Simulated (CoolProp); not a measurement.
A closed Brayton cycle with carbon dioxide: compressor inlet 328.15 K and 8.2 MPa, high pressure 25.7 MPa, turbine inlet 950 K, compressor efficiency 0.85, turbine efficiency 0.93, recuperator effectiveness 0 (on enthalpy, no pinch check). Each further row changes one setting.

The numbers come from the reference Helmholtz-energy equation of state, Span 1996 in CoolProp.

| case | thermal efficiency (%) | net work (kJ/kg) | compressor to turbine work | compressor exit (K) | turbine exit (K) |
|---|---|---|---|---|---|
| as stated | 16.9 | 115 | 0.36 | 427.3 | 797.0 |
| turbine inlet 900 K | 16.9 | ___ | ___ | 427.3 | 752.3 |
| compressor inlet 338.15 K | 16.5 | ___ | 0.39 | ___ | 797.0 |
| high pressure 21.8 MPa | ___ | 102 | ___ | 412.5 | 818.2 |
| recuperator effectiveness 0.5 | 24.5 | 115 | 0.36 | 427.3 | 797.0 |

Task: Fill in the missing entries.

Result: 
- turbine inlet 900 K, net work (kJ/kg): 105
- turbine inlet 900 K, compressor to turbine work: 0.38
- compressor inlet 338.15 K, net work (kJ/kg): 108
- compressor inlet 338.15 K, compressor exit (K): 443.5
- high pressure 21.8 MPa, thermal efficiency (%): 14.7
- high pressure 21.8 MPa, compressor to turbine work: 0.34
